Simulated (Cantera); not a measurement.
Mixture: C₃H₈ : O₂ : N₂ = 1 : 6.02 : 22.7 (molar parts), equivalence ratio 0.83, at 100000 Pa, adiabatic and at constant pressure. Ignition delay is the time to a rise of 400 K.

Model: GRI-Mech 3.0 (53 species, 325 reactions), integrated in Cantera. GRI-Mech 3.0 was tuned for natural gas; its chemistry of propane as a main component is partial and can be far from experiment.

Predict: delay at 1300 K; delay at 1350 K; delay at 1400 K; delay at 1450 K; delay at 1500 K; delay at 1550 K; delay at 1600 K; apparent activation energy between 1500 and 1600 K.


```json
{
  "delay at 1300 K": "0.967 ms",
  "delay at 1350 K": "0.446 ms",
  "delay at 1400 K": "0.227 ms",
  "delay at 1450 K": "0.126 ms",
  "delay at 1500 K": "76.6 µs",
  "delay at 1550 K": "49.9 µs",
  "delay at 1600 K": "34.6 µs",
  "apparent activation energy between 1500 and 1600 K": "160 kJ/mol"
}
```
